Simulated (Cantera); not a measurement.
# Premixed flame

A freely propagating, adiabatic, planar premixed flame of 46.6 % H₂, 11.1 % O₂, 41.7 % N₂, 0.559 % H₂O, equivalence ratio 2.1, unburnt at 373 K and 0.430 bar; mixture-averaged transport, grid criteria slope 0.08 and curve 0.16, no radiation.

Model: the H2/O2 subset of GRI-Mech 3.0, which has no nitrogen chemistry, integrated in Cantera. Burning velocities carry a grid error of a few per cent, more on coarse grids.

```tsv
z (mm)	T (K)	u (m/s)	x H₂	x O₂	x H₂O₂	x HO₂	x H₂O	x H
-3.36	373	3.80	0.466	0.111	<1e-8	<1e-8	0.00559	<1e-8
-2.24	373	3.80	0.466	0.111	<1e-8	<1e-8	0.00559	<1e-8
-1.68	373	3.80	0.466	0.111	<1e-8	<1e-8	0.00559	<1e-8
-1.12	373	3.80	0.466	0.111	<1e-8	2.34e-8	0.00559	<1e-8
-0.561	393	3.98	0.463	0.111	8.60e-6	0.000153	0.00610	4.28e-5
-0.280	673	6.63	0.428	0.104	3.21e-5	0.000115	0.0283	0.00750
0	1077	10.3	0.335	0.0712	1.00e-6	3.88e-5	0.103	0.0454
0.280	1338	12.8	0.246	0.0195	4.47e-7	9.83e-6	0.202	0.0825
0.561	1448	13.8	0.223	0.00334	2.69e-7	1.60e-6	0.234	0.0879
1.12	1549	14.6	0.226	0.000489	2.09e-7	2.24e-7	0.241	0.0781
2.24	1655	15.5	0.235	0.000308	1.48e-7	1.36e-7	0.243	0.0635
4.49	1762	16.4	0.245	0.000202	8.65e-8	8.93e-8	0.246	0.0482
8.97	1858	17.1	0.253	0.000112	4.44e-8	5.28e-8	0.249	0.0342
```
x: mole fraction of selected species; z is measured from the peak of heat release.

```
Property                     Value
------------------------  --------
laminar burning velocity  380 cm/s
thermal thickness          1.12 mm
peak x(H₂O₂)               4.27e-5
peak x(HO₂)               0.000246
peak x(H)                   0.0883
grid points                    130
```
